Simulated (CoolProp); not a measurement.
Properties of CH2F2 (R32) along the isobar 66.7 bar (Tc = 351.3 K, pc = 57.83 bar, ω = 0.277).

Model: reference Helmholtz-energy equation of state, Tillner-Roth 1997, in CoolProp.

```json
[
 {"T (K)": "203.7", "phase": "liquid", "Z": "0.1613", "cp (kJ/(kg K))": "1.553", "isothermal compressibility (1/MPa)": "0.001071", "expansivity (1/kK)": "1.998"},
 {"T (K)": "222.8", "phase": "liquid", "Z": "0.1534", "cp (kJ/(kg K))": "1.569", "isothermal compressibility (1/MPa)": "0.001369", "expansivity (1/kK)": "2.169"},
 {"T (K)": "241.8", "phase": "liquid", "Z": "0.1476", "cp (kJ/(kg K))": "1.598", "isothermal compressibility (1/MPa)": "0.001788", "expansivity (1/kK)": "2.394"},
 {"T (K)": "260.9", "phase": "liquid", "Z": "0.1436", "cp (kJ/(kg K))": "1.644", "isothermal compressibility (1/MPa)": "0.002414", "expansivity (1/kK)": "2.703"},
 {"T (K)": "279.9", "phase": "liquid", "Z": "0.1415", "cp (kJ/(kg K))": "1.713", "isothermal compressibility (1/MPa)": "0.003407", "expansivity (1/kK)": "3.146"},
 {"T (K)": "299", "phase": "liquid", "Z": "0.1415", "cp (kJ/(kg K))": "1.819", "isothermal compressibility (1/MPa)": "___", "expansivity (1/kK)": "3.851"},
 {"T (K)": "318.1", "phase": "liquid", "Z": "0.1448", "cp (kJ/(kg K))": "2.009", "isothermal compressibility (1/MPa)": "___", "expansivity (1/kK)": "5.167"},
 {"T (K)": "337.1", "phase": "liquid", "Z": "0.1547", "cp (kJ/(kg K))": "___", "isothermal compressibility (1/MPa)": "0.02158", "expansivity (1/kK)": "8.642"},
 {"T (K)": "356.2", "phase": "supercritical", "Z": "0.2134", "cp (kJ/(kg K))": "9.427", "isothermal compressibility (1/MPa)": "0.4205", "expansivity (1/kK)": "72.99"},
 {"T (K)": "375.2", "phase": "supercritical", "Z": "0.5517", "cp (kJ/(kg K))": "2.729", "isothermal compressibility (1/MPa)": "0.3199", "expansivity (1/kK)": "16.89"},
 {"T (K)": "394.3", "phase": "supercritical", "Z": "0.6622", "cp (kJ/(kg K))": "1.880", "isothermal compressibility (1/MPa)": "0.2384", "expansivity (1/kK)": "9.183"},
 {"T (K)": "413.3", "phase": "supercritical", "Z": "0.7314", "cp (kJ/(kg K))": "___", "isothermal compressibility (1/MPa)": "___", "expansivity (1/kK)": "6.560"},
 {"T (K)": "432.4", "phase": "supercritical", "Z": "___", "cp (kJ/(kg K))": "1.477", "isothermal compressibility (1/MPa)": "___", "expansivity (1/kK)": "5.193"}
]
```

Task: What belongs in the gaps?

Result: 
- 299, isothermal compressibility (1/MPa): 0.005189
- 318.1, isothermal compressibility (1/MPa): 0.009044
- 337.1, cp (kJ/(kg K)): 2.470
- 413.3, cp (kJ/(kg K)): 1.605
- 413.3, isothermal compressibility (1/MPa): 0.2087
- 432.4, Z: 0.7812
- 432.4, isothermal compressibility (1/MPa): 0.1928

The peak of cp marks the crossing from liquid-like to gas-like fluid above the critical point.
